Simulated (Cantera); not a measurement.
A perfectly stirred reactor is fed with NO : N₂ = 1 : 1.8 (molar parts), at 285 Torr; it is held at 2223 K, and followed from long to short residence time.

Cantera simulation using GRI-Mech 3.0 (53 species, 325 reactions); the numbers are that mechanism's predictions, not measurements.

What does this change do: pressure from 285 Torr to 495 Torr?


```tsv
quantity	before	after
x(NO) at τ = 0.930 s	0.0702	0.0584
x(NO₂) at τ = 0.930 s	4.40e-5	4.92e-5
x(O) at τ = 0.930 s	0.00194	0.00150
x(O₂) at τ = 0.930 s	0.142	0.148
x(N₂) at τ = 0.930 s	0.786	0.792
x(NO) at τ = 38.0 ms	0.312	0.293
x(NO₂) at τ = 38.0 ms	8.45e-5	0.000122
x(O) at τ = 38.0 ms	0.000888	0.000773
x(O₂) at τ = 38.0 ms	0.0218	0.0317
x(N₂) at τ = 38.0 ms	0.665	0.675
```

What does this change do: N2 1.8 to 0.5 parts?


```json
[
 {"quantity": "x(NO) at τ = 0.930 s", "before": "0.0702", "after": "0.105"},
 {"quantity": "x(NO₂) at τ = 0.930 s", "before": "4.40e-5", "after": "9.20e-5"},
 {"quantity": "x(O) at τ = 0.930 s", "before": "0.00194", "after": "0.00271"},
 {"quantity": "x(O₂) at τ = 0.930 s", "before": "0.142", "after": "0.279"},
 {"quantity": "x(N₂) at τ = 0.930 s", "before": "0.786", "after": "0.613"},
 {"quantity": "x(NO) at τ = 38.0 ms", "before": "0.312", "after": "0.542"},
 {"quantity": "x(NO₂) at τ = 38.0 ms", "before": "8.45e-5", "after": "0.000233"},
 {"quantity": "x(O) at τ = 38.0 ms", "before": "0.000888", "after": "0.00142"},
 {"quantity": "x(O₂) at τ = 38.0 ms", "before": "0.0218", "after": "0.0614"},
 {"quantity": "x(N₂) at τ = 38.0 ms", "before": "0.665", "after": "0.395"}
]
```

What does this change do: temperature 2223 to 1475 K?


```json
[
 {"quantity": "x(NO) at τ = 0.930 s", "before": "0.0702", "after": "0.356"},
 {"quantity": "x(NO₂) at τ = 0.930 s", "before": "4.40e-5", "after": "0.000104"},
 {"quantity": "x(O) at τ = 0.930 s", "before": "0.00194", "after": "2.06e-7"},
 {"quantity": "x(O₂) at τ = 0.930 s", "before": "0.142", "after": "0.000228"},
 {"quantity": "x(N₂) at τ = 0.930 s", "before": "0.786", "after": "0.643"},
 {"quantity": "x(NO) at τ = 38.0 ms", "before": "0.312", "after": "0.357"},
 {"quantity": "x(NO₂) at τ = 38.0 ms", "before": "8.45e-5", "after": "1.42e-5"},
 {"quantity": "x(O) at τ = 38.0 ms", "before": "0.000888", "after": "5.49e-8"},
 {"quantity": "x(O₂) at τ = 38.0 ms", "before": "0.0218", "after": "4.01e-7"},
 {"quantity": "x(N₂) at τ = 38.0 ms", "before": "0.665", "after": "0.643"}
]
```
